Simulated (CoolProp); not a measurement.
Vapour-liquid equilibrium of hydrogen sulfide (1) + benzene (2) at 327.6 K; x and y are mole fractions of (1).

The numbers come from the multi-fluid Helmholtz-energy mixture model, Lemmon 2006 and Thol 2012; pair parameters Bell 2016 in CoolProp.

```tsv
x	bubble pressure (bar)	y at the bubble point	dew pressure at overall composition x (bar)	liquid density (mol/L)
0.05	1.992	0.787	0.4503	11.10
0.125	4.315	0.904	0.4891	11.61
0.2	6.650	0.939	0.5350	12.16
0.275	9.034	0.957	0.5904	12.75
0.35	11.50	0.967	0.6585	13.38
0.425	14.06	0.975	0.7442	14.07
0.5	16.75	0.980	0.8554	14.80
0.575	19.57	0.984	1.005	15.58
0.65	22.53	0.988	1.219	16.42
0.725	25.66	0.990	1.548	17.30
0.8	28.95	0.993	2.118	18.21
0.875	32.43	0.996	3.352	19.11
0.95	36.18	0.998	7.947	19.92
```

No azeotrope shows between x = 0.05 and 0.95.

The pair parameters rest on a limited set of measurements; away from them the model extrapolates.
